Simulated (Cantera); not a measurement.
An isothermal, constant-pressure homogeneous reactor starts with 4.85 % H2, 95.1 % O2, equivalence ratio 0.025, at 1450 K and 0.00380 bar.

Computed with Cantera and the H2/O2 subset of GRI-Mech 3.0, which has no nitrogen chemistry. Radical loss at walls, strong at low pressure, is not modelled. The temperature is held fixed by assumption; the heat of reaction is taken as removed at once.

x: mole fraction; the columns are a selection and need not sum to one.

```csv
t (s),x H2,x O2,x O,x H2O2,x H2O
5.00e-6,0.0485,0.951,1.19e-10,<1e-12,1.21e-12
2.16e-5,0.0485,0.951,2.02e-9,<1e-12,8.91e-11
9.37e-5,0.0485,0.951,2.75e-8,1.83e-11,5.48e-9
0.000406,0.0485,0.951,3.54e-7,3.26e-10,2.72e-7
0.00176,0.0484,0.951,7.58e-5,?,0.000103
0.00760,0.000809,0.909,0.0366,1.22e-8,0.0419
0.0329,0.000784,0.910,0.0359,1.21e-8,0.0421
0.142,0.000725,0.913,0.0328,1.19e-8,0.0427
0.616,0.000522,0.924,0.0229,?,0.0446
2.67,0.000173,0.941,0.00727,?,0.0476
11.6,2.03e-5,0.949,0.000829,?,0.0491
50.0,1.98e-6,0.950,8.05e-5,6.42e-10,0.0496
```

Question: Fill in the missing entries.

Answer: 
- 0.00176, x H2O2: 4.88e-9
- 0.616, x H2O2: 1.09e-8
- 2.67, x H2O2: 7.22e-9
- 11.6, x H2O2: 2.46e-9
